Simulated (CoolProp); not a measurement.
Properties of nitrogen at several states.

Values from CoolProp's reference Helmholtz-energy equation of state, Span 2000.

```json
[
 {"T (°C)": "722.45", "p (MPa)": "5.89", "phase": "supercritical", "density (kg/m³)": "19.53", "cp (kJ/(kg K))": "1.172", "viscosity (µPa s)": "41.6", "conductivity (mW/(m K))": "65.8"},
 {"T (°C)": "207.35", "p (MPa)": "0.0548", "phase": "gas", "density (kg/m³)": "0.3842", "cp (kJ/(kg K))": "1.053", "viscosity (µPa s)": "25.3", "conductivity (mW/(m K))": "37.9"},
 {"T (°C)": "70.85", "p (MPa)": "3.2", "phase": "gas", "density (kg/m³)": "31.20", "cp (kJ/(kg K))": "1.078", "viscosity (µPa s)": "20.3", "conductivity (mW/(m K))": "30.2"},
 {"T (°C)": "364.35", "p (MPa)": "2.68", "phase": "gas", "density (kg/m³)": "14.00", "cp (kJ/(kg K))": "1.090", "viscosity (µPa s)": "31.0", "conductivity (mW/(m K))": "47.4"}
]
```

Viscosity comes from a separate model (Lemmon 2004). Thermal conductivity comes from a separate model (Lemmon 2004).
